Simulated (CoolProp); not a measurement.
Sulfur hexafluoride along the isobar 49.3 bar: Z from the reference equation and from simpler models built on Tc = 318.7 K, pc = 37.55 bar, ω = 0.210; each cubic takes its own stable root.

The numbers come from the reference Helmholtz-energy equation of state, Guder 2009 in CoolProp.

```tsv
T (K)	phase	reference	van der Waals	Redlich-Kwong	Soave-Redlich-Kwong	Peng-Robinson
244.8	liquid	0.2003	0.3025	0.2154	0.2091	0.1851
263.1	liquid	0.1974	0.2963	0.2150	0.2085	0.1845
281.4	liquid	0.1981	0.2950	0.2197	0.2132	0.1890
299.8	liquid	0.2047	0.3006	0.2327	0.2271	0.2022
318.1	liquid	0.2276	0.3197	0.2657	0.2653	0.2394
336.4	supercritical	0.4276	0.3868	0.4085	0.4524	0.4252
354.8	supercritical	0.6162	0.5581	0.5887	0.6275	0.5960
373.1	supercritical	0.7082	0.6554	0.6795	0.7180	0.6866
391.4	supercritical	0.7690	0.7168	0.7396	0.7789	0.7483
409.8	supercritical	0.8137	0.7613	0.7840	0.8239	0.7944
428.1	supercritical	0.8478	0.7955	0.8182	0.8584	0.8301
446.5	supercritical	0.8750	0.8230	0.8455	0.8859	0.8588
464.8	supercritical	0.8969	0.8455	0.8677	0.9081	0.8821
483.1	supercritical	0.9150	0.8643	0.8861	0.9263	0.9015
```
